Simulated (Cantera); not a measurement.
What does this Cantera script print?

```python
import numpy as np
import cantera as ct

gas = ct.Solution("gri30.yaml")
gas.TPX = 450, 101325, {'CH4': 1, 'O2': 1.43, 'N2': 5.37}
flame = ct.FreeFlame(gas, width=0.04)
flame.set_refine_criteria(ratio=3, slope=0.08, curve=0.16)
flame.transport_model = "mixture-averaged"
flame.solve(loglevel=0, auto=True)
z, T = flame.grid, flame.T
thick = (T[-1] - T[0]) / np.gradient(T, z).max()
show = ['CH4', 'O2', 'H2O', 'NO', 'C2H2', 'CH2']
print(f"laminar burning velocity  {flame.velocity[0] * 100:.3f} cm/s")
print(f"burnt temperature         {T[-1]:.1f} K")
print(f"thermal thickness         {thick * 1e3:.4f} mm")
print(f"grid points               {len(z)}")
z0 = z[flame.heat_release_rate.argmax()]
print(f"{'z/mm':>9s}{'T/K':>9s}{'u/(m/s)':>9s}" + "".join(f"{s:>11s}" for s in show))
rows = []
for k in (-3, -2, -1.5, -1, -0.5, -0.25, 0, 0.25, 0.5, 1, 2, 4, 8):
    zz = z0 + k * thick
    rows.append([k * thick, np.interp(zz, z, T), np.interp(zz, z, flame.velocity),
                 *(np.interp(zz, z, flame.X[gas.species_index(s)]) for s in show)])
    print(f"{rows[-1][0] * 1e3:9.3f}{rows[-1][1]:9.1f}{rows[-1][2]:9.3f}" + "".join(f"{x:11.3e}" for x in rows[-1][3:]))
```

Result:

```
laminar burning velocity  35.735 cm/s
burnt temperature         2082.3 K
thermal thickness         0.6596 mm
grid points               150
     z/mm      T/K  u/(m/s)        CH4         O2        H2O         NO       C2H2        CH2
   -1.979    450.4    0.359  1.278e-01  1.828e-01  6.036e-05  5.014e-10  2.452e-08  5.092e-20
   -1.319    454.7    0.364  1.267e-01  1.816e-01  6.766e-04  7.652e-09  5.166e-07  1.082e-16
   -0.989    475.2    0.383  1.243e-01  1.793e-01  3.332e-03  5.118e-08  4.252e-06  1.934e-14
   -0.660    599.8    0.490  1.141e-01  1.689e-01  1.841e-02  5.497e-07  4.639e-05  1.007e-11
   -0.330   1081.2    0.905  7.589e-02  1.233e-01  7.369e-02  5.528e-06  3.792e-04  3.061e-08
   -0.165   1473.6    1.250  4.202e-02  7.829e-02  1.185e-01  1.137e-05  8.827e-04  2.558e-06
    0.000   1819.7    1.560  1.216e-02  3.192e-02  1.590e-01  2.038e-05  1.696e-03  3.927e-05
    0.165   1980.2    1.702  2.036e-03  8.623e-03  1.762e-01  3.435e-05  1.250e-03  4.562e-05
    0.330   2027.3    1.741  3.846e-04  2.111e-03  1.789e-01  4.964e-05  5.459e-04  1.624e-05
    0.660   2048.2    1.755  3.110e-05  1.967e-04  1.775e-01  7.155e-05  1.044e-04  1.648e-06
    1.319   2057.8    1.761  1.461e-06  5.012e-05  1.765e-01  9.189e-05  7.649e-06  7.139e-08
    2.638   2066.4    1.767  4.252e-08  2.866e-05  1.769e-01  1.049e-04  2.052e-07  1.398e-09
    5.277   2074.3    1.773  1.323e-09  1.372e-05  1.774e-01  1.099e-04  5.017e-09  2.378e-11
```

Cantera simulation using GRI-Mech 3.0 (53 species, 325 reactions); the numbers are that mechanism's predictions, not measurements. Burning velocities carry a grid error of a few per cent, more on coarse grids.
